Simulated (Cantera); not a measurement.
A closed system holds: 1 mol SiCl4, 1.2 mol Cl2, 5.2 mol H2, 0.78 mol HCl, equilibrated at 1373 K and 7.40 bar.

These are equilibrium values from Cantera (NASA tables, ideal gas, pure condensed phases), not measurements of a reactor. The tables' values for SiCl3 are old estimates; treat these amounts as uncertain. Equilibrium is a limit: real reactors are often held back by kinetics, nucleation or transport.

```csv
species,before,after
HCl,0.400,0.529
H2,0.478,0.376
SiCl4,0.111,0.0897
SiH2Cl2,9.39e-5,2.68e-5
SiCl2,0.000260,9.44e-5
SiHCl3,0.00839,0.00403
SiCl3,0.00250,0.00135
```
Gas species are given as mole fractions.

What was changed between the two runs?
A) pressure from 7.40 bar to 0.100 bar
B) Cl2 from 1.2 to 0.53 mol
C) temperature from 1373 K to 975 K
D) HCl from 0.78 to 3.1 mol

D, HCl from 0.78 to 3.1 mol
